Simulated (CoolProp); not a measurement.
The fluid at 208.51 K and 6.3 MPa is throttled through a valve to 2.02 MPa with no heat exchange. The same conditions are run with several fluids, on thermodynamics alone (safety and materials aside).

Values from CoolProp's reference Helmholtz-energy equation of state of each fluid (chlorine: Thol 2021; isohexane: Lemmon 2006; R134a: Tillner-Roth 1994; n-perfluoropentane: Gao 2022; C2F6 (R116): Lemmon 2006).

| fluid | temperature change (K) | final density (kg/m³) |
|---|---|---|
| chlorine | +1.8 | ? |
| isohexane | +2.4 | ? |
| R134a | +1.5 | 1490 |
| n-perfluoropentane | +1.8 | ? |
| C2F6 (R116) | ? | ? |

### Question
Some entries are withheld; supply them.

### Answer

- chlorine, final density (kg/m³): 1640
- isohexane, final density (kg/m³): 726
- n-perfluoropentane, final density (kg/m³): 1870
- C2F6 (R116), temperature change (K): +1.2
- C2F6 (R116), final density (kg/m³): 1550
